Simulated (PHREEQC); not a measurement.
0.51 g of hydrous ferric oxide (600 m²/g; 0.2 weak and 0.005 strong sites per Fe, Dzombak-Morel constants, diffuse double layer) in 1 kg of water with 0.3 mol/kgw of an inert sodium salt, at 25 °C; the pH is set by adding NaOH or the inert anion's acid. Oxygen is held at 0.21 atm. CO2 from the air is kept out. Nothing may precipitate in this run.

Base run: PHREEQC, ion-association model, wateq4f.dat. Each further column changes one thing. The table gives surface charge σ (C/m²).

```csv
pH,base,background salt from 0.3 to 0.03 mol/kgw,oxide from 0.51 to 2.5 g/kgw,0.0014 mol/kgw ZnCl2 added
3,0.368,0.350,0.368,0.368
3.67,0.359,0.305,0.360,0.360
4.33,0.331,___,0.331,0.331
5,0.269,0.158,0.269,0.271
5.67,0.191,0.097,0.191,0.195
6.33,0.121,0.056,0.121,0.146
7,0.066,0.028,0.066,0.146
7.67,0.024,___,0.024,0.152
8.33,-0.012,-0.005,-0.012,___
9,-0.051,-0.021,-0.051,0.111
9.67,-0.101,-0.045,-0.101,0.052
10.33,-0.166,-0.082,-0.166,___
11,-0.244,-0.137,-0.244,___
```

**Question.** Some entries are withheld; supply them.

**Answer.** 
- 4.33, background salt from 0.3 to 0.03 mol/kgw: 0.233
- 7.67, background salt from 0.3 to 0.03 mol/kgw: 0.009
- 8.33, 0.0014 mol/kgw ZnCl2 added: 0.148
- 10.33, 0.0014 mol/kgw ZnCl2 added: 0.004
- 11, 0.0014 mol/kgw ZnCl2 added: -0.048

The oxide is taken as insoluble; below pH 4 it would dissolve. In at least one series the solution becomes supersaturated in solids that the run did not let form, among them Zn(OH)2-a, Zn5(OH)8Cl2.
